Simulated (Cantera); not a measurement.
A closed system holds: 1 mol borazine, 1.9 mol H2O, 3.8 mol N2, at 1725 K and 0.00133 bar.

Equilibrium computed with Cantera from the NASA thermochemical tables; the gas is ideal and each condensed phase is pure. Candidate condensed phases: B, BN, B2O3, B3O3H3, H2O; 39 gas species. The feed counts by its element totals alone. The numbers say what is thermodynamically allowed, not how fast it happens.

Base state: N2 0.444, H2 0.441, HBO 0.0522, B2O2 0.0271, B2O3 0.0196, BO 0.00776, HBO2 0.00479, H 0.00338 (mole fractions); condensed: BN(s).

**Question.** What changes in the equilibrium state with this change: pressure from 0.00133 bar to 0.290 bar?

**Answer.** 
```
species        before     after
------------  -------  --------
H2              0.441     0.509
N2              0.444     0.468
HBO2          0.00479    0.0108
HBO            0.0522   0.00543
B2O2           0.0271  0.000255
B2O3           0.0196   0.00397
BO            0.00776   5.09e-5
H2O           7.43e-5   0.00186
H             0.00338  0.000246
BN(s), mol       1.35      1.76
B2O3(l), mol        0     0.503
```
Mutual solubility and eutectic melting of coexisting phases are not modelled.

**Question.** What changes in the equilibrium state with this change: pressure from 0.00133 bar to 0.000910 bar?

**Answer.** 
| species | before | after |
|---|---|---|
| N2 | 0.444 | 0.444 |
| H2 | 0.441 | 0.437 |
| HBO | 0.0522 | 0.0551 |
| B2O3 | 0.0196 | 0.0160 |
| B2O2 | 0.0271 | 0.0306 |
| H2O | 7.43e-5 | 5.33e-5 |
| HBO2 | 0.00479 | 0.00367 |
| BO | 0.00776 | 0.00997 |
| BN(s), mol | 1.35 | 1.31 |
